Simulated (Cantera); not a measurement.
Feed: 1 mol B2O3, 0.39 mol NH3, held at 1900 K and 0.000710 bar.

Equilibrium computed with Cantera from the NASA thermochemical tables; the gas is ideal and each condensed phase is pure. Candidate condensed phases: B, BN, B2O3, B3O3H3, H2O; 39 gas species. The numbers say what is thermodynamically allowed, not how fast it happens.

Base state: B2O3 0.431, H2 0.234, HBO2 0.113, N2 0.107, HBO 0.0390, BO 0.0384, B2O2 0.0207, H 0.0144 (mole fractions); condensed: gas only.

What changes in the equilibrium state with this change: NH3 from 0.39 to 28 mol?


| species | before | after |
|---|---|---|
| H2 | 0.234 | 0.700 |
| N2 | 0.107 | 0.242 |
| H | 0.0144 | 0.0249 |
| B2O3 | 0.431 | 0.00354 |
| B2O2 | 0.0207 | 0.000457 |
| HBO2 | 0.113 | 0.0108 |
| BO | 0.0384 | 0.00571 |
| HBO | 0.0390 | 0.0100 |
| BO2 | 0.000690 | 3.82e-5 |
| OH | 1.32e-5 | 8.49e-6 |
| H2O | 0.00261 | 0.00290 |
